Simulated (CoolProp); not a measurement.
Vapour-liquid equilibrium of propane (1) + R236EA (2) at 43.45 °C; x and y are mole fractions of (1).

The numbers come from the multi-fluid Helmholtz-energy mixture model, Lemmon 2009 and Rui 2013; pair parameters Bell 2016 in CoolProp.

```csv
x,bubble pressure (bar),y at the bubble point,dew pressure at overall composition x (bar),liquid density (mol/L)
0.05,5.379,0.304,3.952,9.011
0.125,7.454,0.507,[?],9.056
0.2,[?],0.607,4.691,9.099
0.275,10.35,[?],[?],9.141
0.35,11.30,0.703,5.744,9.186
0.425,12.04,0.732,[?],9.236
0.5,12.63,0.755,[?],9.297
0.575,13.12,0.778,8.507,9.374
0.65,13.57,0.800,10.01,9.475
0.725,13.98,0.826,11.86,[?]
0.8,14.34,0.858,13.56,9.775
0.875,14.64,0.899,14.49,9.990
0.95,14.82,0.953,14.81,10.25
```

Q: Some entries are withheld; supply them.

A: 
- 0.125, dew pressure at overall composition x (bar): 4.292
- 0.2, bubble pressure (bar): 9.093
- 0.275, y at the bubble point: 0.665
- 0.275, dew pressure at overall composition x (bar): 5.167
- 0.425, dew pressure at overall composition x (bar): 6.455
- 0.5, dew pressure at overall composition x (bar): 7.352
- 0.725, liquid density (mol/L): 9.606

No azeotrope shows between x = 0.05 and 0.95.

Pair parameters are fitted to limited data, so mixtures are less certain than the pure fluids. With so large a gap from Raoult's law the liquid may split in two, which this calculation doesn't test in full.
